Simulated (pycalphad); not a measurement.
Effect of Sn content in Si-Sn

Computed with pycalphad from the COST 507 light-alloy database (1999), at 1 atm. These are 1990s assessments: newer ones move some temperatures and phases. Phase fractions are per mole of atoms.

| alloy | liquidus (K) | first solid | solidus (K) | phases at 550 K |
|---|---|---|---|---|
| Si-0.66Sn (at.%) | 1684 | DIAMOND_A4 | 505 | DIAMOND_A4 0.99, LIQUID 0.01 |
| Si-1.32Sn (at.%) | 1681 | DIAMOND_A4 | 505 | DIAMOND_A4 0.99, LIQUID 0.01 |
| Si-2.64Sn (at.%) | 1676 | DIAMOND_A4 | 505 | DIAMOND_A4 0.97, LIQUID 0.03 |
| Si-3.96Sn (at.%) | 1671 | DIAMOND_A4 | 505 | DIAMOND_A4 0.96, LIQUID 0.04 |
| Si-5.28Sn (at.%) | 1667 | DIAMOND_A4 | 505 | DIAMOND_A4 0.95, LIQUID 0.05 |

DIAMOND_A4 is diamond (Si).
